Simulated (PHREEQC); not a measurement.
Model water analysis in mg/L, 19 °C, pH 7.99, pe -1.3: Na 9570; K 238; Ca 208; Mg 259; Cl 13400; S(6) as SO4 2860; Alkalinity as HCO3 0.842; Si as SiO2 15.4; Mn(2) 159.

Valence states are taken as typed.

Equilibrium calculation in PHREEQC: ion-association model, phreeqc.dat.

Precipitation was switched off in this run.

Question: Predict the activity of water.

Answer: activity of water 0.985.

Question: In which forms is Ca present?

Answer: Ca+2 86 %, CaSO4 14 % of the Ca.

The solution is supersaturated, for example in Quartz (slow to form), Chalcedony (slow to form), so a real one may precipitate; this is no full list.
